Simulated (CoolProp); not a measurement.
R11 along the isobar 5.32 MPa: density (kg/m³) from the reference equation and from simpler models built on Tc = 198.0 °C, pc = 4.408 MPa, ω = 0.189; each cubic takes its own stable root.

The numbers come from the reference Helmholtz-energy equation of state, Jacobsen 1992 in CoolProp.

| T (°C) | phase | reference | van der Waals | Redlich-Kwong | Soave-Redlich-Kwong |
|---|---|---|---|---|---|
| 141.75 | liquid | 1169 | 773.7 | 1042 | 1072 |
| 149.45 | liquid | 1140 | 756.8 | 1010 | 1038 |
| 157.25 | liquid | 1109 | 738.5 | 975.7 | 1002 |
| 164.95 | liquid | 1075 | 719.1 | 938.8 | 962.4 |
| 172.65 | liquid | 1038 | 697.8 | 898.6 | 919.1 |
| 180.45 | liquid | 994.8 | 674.0 | 853.3 | 869.7 |
| 188.15 | liquid | 944.2 | 647.4 | 802.2 | 813.1 |
| 195.95 | liquid | 878.6 | 616.0 | 740.5 | 743.3 |
| 203.65 | supercritical | 782.1 | 578.0 | 661.9 | 650.7 |
| 211.35 | supercritical | 573.9 | 527.3 | 545.2 | 504.7 |
| 219.15 | supercritical | 407.2 | 449.9 | 410.6 | 380.2 |
| 226.85 | supercritical | 343.8 | 369.0 | 346.8 | 327.2 |
